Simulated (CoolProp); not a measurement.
Properties of methanol along the isotherm 571.7 K (Tc = 513.4 K, pc = 82.16 bar, ω = 0.565).

Values from CoolProp's reference Helmholtz-energy equation of state, de Reuck 1993.

```
p (bar)          phase  density (kg/m³)  fugacity coefficient
-------  -------------  ---------------  --------------------
2.6                gas            1.764                0.9935
5.91               gas            4.045                0.9852
13.5               gas            9.435                0.9660
30.6               gas            22.55                0.9223
69.7               gas            59.58                0.8227
159      supercritical            243.4                0.6125
361      supercritical            496.2                0.3795
822      supercritical            615.6                0.2888
```
